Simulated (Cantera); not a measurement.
A perfectly stirred reactor is fed with H2 : O2 : N2 = 0.73 : 1 : 1.2 (molar parts), at 13300 Pa; it is held at 1298 K, and followed from long to short residence time.

Cantera simulation using GRI-Mech 3.0 (53 species, 325 reactions); the numbers are that mechanism's predictions, not measurements. The temperature is held fixed by assumption; the heat of reaction is taken as removed at once.

Task: Predict: x(H2) at τ = 14.0 s; x(O2) at τ = 14.0 s; x(NO) at τ = 14.0 s; x(H2O) at τ = 14.0 s; x(H2O2) at τ = 14.0 s; x(H2) at τ = 76.0 ms; x(O2) at τ = 76.0 ms; x(NO) at τ = 76.0 ms; x(H2O) at τ = 76.0 ms; x(H2O2) at τ = 76.0 ms.

Result: 
- x(H2) at τ = 14.0 s = 3.46e-5
- x(O2) at τ = 14.0 s = 0.247
- x(NO) at τ = 14.0 s = 7.44e-7
- x(H2O) at τ = 14.0 s = 0.284
- x(H2O2) at τ = 14.0 s = 1.40e-7
- x(H2) at τ = 76.0 ms = 0.00108
- x(O2) at τ = 76.0 ms = 0.247
- x(NO) at τ = 76.0 ms = 3.74e-7
- x(H2O) at τ = 76.0 ms = 0.282
- x(H2O2) at τ = 76.0 ms = 1.14e-6
